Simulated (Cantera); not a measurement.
# Dilute partial oxidation

An isothermal, constant-pressure homogeneous reactor starts with CH2O : O2 : N2 = 0.015 : 0.029 : 1 (molar parts), equivalence ratio 0.52, at 1300 K and 9.20 bar.

Cantera simulation using GRI-Mech 3.0 (53 species, 325 reactions); the numbers are that mechanism's predictions, not measurements.

| t (s) | x CH2O | x O2 | x CH3 | x CO2 | x C2H | x C2H6 | x H |
|---|---|---|---|---|---|---|---|
| 4.00e-5 | 0.0128 | 0.0270 | 5.02e-10 | 3.90e-6 | <1e-12 | <1e-12 | 2.41e-6 |
| 0.000159 | 1.43e-5 | 0.0215 | 3.75e-10 | 0.000971 | <1e-12 | <1e-12 | 4.91e-5 |
| 0.000634 | 4.16e-11 | 0.0177 | <1e-12 | 0.00572 | <1e-12 | <1e-12 | 4.40e-6 |
| 0.00252 | 7.09e-12 | 0.0153 | <1e-12 | 0.0104 | <1e-12 | <1e-12 | 1.57e-6 |
| 0.0100 | <1e-12 | 0.0137 | <1e-12 | 0.0137 | <1e-12 | <1e-12 | 1.61e-7 |
| 0.0400 | <1e-12 | 0.0134 | <1e-12 | 0.0143 | <1e-12 | <1e-12 | 3.14e-9 |
| 0.159 | <1e-12 | 0.0134 | <1e-12 | 0.0144 | <1e-12 | <1e-12 | 3.76e-11 |
| 0.634 | <1e-12 | 0.0134 | <1e-12 | 0.0144 | <1e-12 | <1e-12 | 2.20e-11 |
| 2.52 | <1e-12 | 0.0134 | <1e-12 | 0.0144 | <1e-12 | <1e-12 | 2.19e-11 |
| 10.0 | <1e-12 | 0.0134 | <1e-12 | 0.0144 | <1e-12 | <1e-12 | 2.19e-11 |
| 40.0 | <1e-12 | 0.0134 | <1e-12 | 0.0144 | <1e-12 | <1e-12 | 2.19e-11 |
x: mole fraction; the columns are a selection and need not sum to one.

Equilibrium at this temperature and pressure: CH2O <1e-12, O2 0.0134, CH3 <1e-12, CO2 0.0144, C2H <1e-12, C2H6 <1e-12, H 2.20e-11 (gas phase only).
